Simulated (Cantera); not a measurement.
What does this Cantera script print?

```python
import numpy as np
import cantera as ct

gas_names = """
    CL CLO CL2 Fe FeCL FeCL2 FeCL3 FeO Fe(OH)2 Fe2CL4 Fe2CL6 H HCL HOCL HO2 H2 H2O H2O2 O OH O2 O3
""".split()
cond_names = """
    Fe(a) Fe(c) Fe(d) Fe(L) FeCL2(s) FeCL2(L) FeCL3(s) FeCL3(L) FeO(s) FeO(L) Fe(OH)2(s) Fe(OH)3(s)
    Fe2O3(s) Fe3O4(s) H2O(s) H2O(L)
""".split()


# ... load() reads the species with a 1 bar reference pressure and builds the phases ...
atoms = {
    'Fe2O3': {'Fe': 2, 'O': 3},
    'HCl': {'H': 1, 'CL': 1},
    'O2': {'O': 2},
}
top_T = {'Fe2O3(s)': 1830, 'Fe3O4(s)': 1870}  # K; cautious upper limits of use, not melting points


# ... equilibrate(T, P, feed) seeds the gas with the atoms and calls Mixture.equilibrate('TP', solver="vcs", rtol=1e-11, max_steps=5000) ...
results = []
feed = {'Fe2O3': 1, 'HCl': 93, 'O2': 0.077}  # mol
P = 100000  # Pa
for T in [725, 825, 925, 1025, 1125, 1225, 1325, 1425, 1525]:
    mix = equilibrate(T, P, feed)
    results.append((T, P, feed, dict(zip(mix.species_names, mix.species_moles))))

top = {s: max(r[3][s] / sum(r[3][g] for g in gas_names) for r in results) for s in gas_names}
cols = sorted((s for s in top if top[s] > 0.001), key=lambda s: -top[s])[:5]
seen = [c for c in cond_names if any(r[3].get(c, 0) > 1e-12 for r in results)]
print("log10 of partial pressures in bar; condensed amounts in mol")
print(f"{'T/K':>10s}" + "".join(f"{s[:9]:>10s}" for s in cols + seen))
for T, P, feed, n in results:
    ng = sum(n[g] for g in gas_names)
    print(f"{T:10.4g}" + "".join(f"{np.log10(max(n[s] / ng * P / 1e5, 1e-99)):10.3f}" for s in cols)
          + "".join(f"{n.get(c, 0):10.4g}" for c in seen))
```

Result:

```
log10 of partial pressures in bar; condensed amounts in mol
       T/K       HCL       H2O     FeCL3     FeCL2    Fe2CL6
       725    -0.022    -1.461    -2.531    -5.788    -2.022
       825    -0.023    -1.462    -2.016    -4.307    -2.215
       925    -0.025    -1.464    -1.770    -3.328    -2.668
      1025    -0.026    -1.465    -1.723    -2.738    -3.327
      1125    -0.027    -1.466    -1.767    -2.364    -4.024
      1225    -0.028    -1.467    -1.859    -2.112    -4.714
      1325    -0.029    -1.468    -1.994    -1.943    -5.406
      1425    -0.030    -1.470    -2.166    -1.833    -6.111
      1525    -0.031    -1.473    -2.371    -1.764    -6.827
```

Cantera equilibrium calculation (NASA polynomials, part measured and part estimated; ideal gas, pure solids and liquids).
